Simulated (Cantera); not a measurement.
# Catalytic combustion on Pt

An isothermal plug-flow reactor at 725 K and 3750 Torr (inlet), inlet velocity 0.39 m/s, active area per volume 9400 1/m; feed CO : O₂ : N₂ = 0.019 : 0.011 : 0.79 (molar parts), equivalence ratio 0.86.

Model: Deutschmann's 1995 Pt surface mechanism with GRI-Mech 3.0 gas chemistry, integrated in Cantera. Catalytic surfaces can have several steady states; this one follows from the mechanism file's or the stated starting coverage. Mass transfer to the wall is taken as infinitely fast.

```
z (m)       x CO     x O₂   x H₂O     x CO₂  θ free Pt     θ O*     θ CO*
-------  -------  -------  ------  --------  ---------  -------  --------
8e-05     0.0230   0.0133  <1e-12  0.000186     0.0202  0.00111     0.979
0.00014   0.0228   0.0133  <1e-12  0.000326     0.0203  0.00111     0.979
0.00025   0.0226   0.0131  <1e-12  0.000583     0.0204  0.00111     0.979
0.00045   0.0221   0.0129  <1e-12   0.00105     0.0206  0.00112     0.978
0.0008    0.0213   0.0125  <1e-12   0.00187     0.0210  0.00112     0.978
0.0014    0.0199   0.0118  <1e-12   0.00330     0.0217  0.00113     0.977
0.0025    0.0173   0.0105  <1e-12   0.00595     0.0233  0.00116     0.976
0.0045    0.0123  0.00798  <1e-12    0.0110     0.0276  0.00125     0.971
0.008    2.84e-5  0.00186  <1e-12    0.0234     0.0392    0.961  0.000158
```
x: gas mole fraction; θ: surface coverage.
